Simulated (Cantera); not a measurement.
## Catalytic stagnation flow on Pt

A jet of CH₄ : O₂ : N₂ = 0.036 : 0.11 : 0.79 (molar parts), equivalence ratio 0.65 at 300 K and 12000 Pa hits a platinum plate 2.6 cm away at a mass flux of 0.057 kg/m²/s; the plate temperature is set and raised in steps from an oxygen-covered start.

Cantera simulation using Deutschmann's 1995 Pt surface mechanism with GRI-Mech 3.0 gas chemistry; the numbers are that mechanism's predictions, not measurements. Catalytic surfaces can have several steady states; this one follows from the mechanism file's or the stated starting coverage.

```tsv
plate T (K)	wall x CH₄	wall x O₂	wall x H₂O	wall x OH	wall x CO	wall x CO₂	θ free Pt	θ O*	θ OH*
850	0.0321	0.104	0.0120	<1e-8	8.39e-6	0.00781	0.133	0.865	0.00108
900	0.0261	0.0911	0.0232	2.71e-8	9.86e-6	0.0152	0.198	0.801	0.00140
950	0.0197	0.0777	0.0349	8.68e-8	1.05e-5	0.0229	0.271	0.727	0.00156
1000	0.0147	0.0669	0.0443	2.41e-7	1.07e-5	0.0291	0.347	0.651	0.00157
1050	0.0111	0.0594	0.0509	5.85e-7	1.09e-5	0.0334	0.422	0.576	0.00147
```
x: mole fraction at the wall; θ: surface coverage.
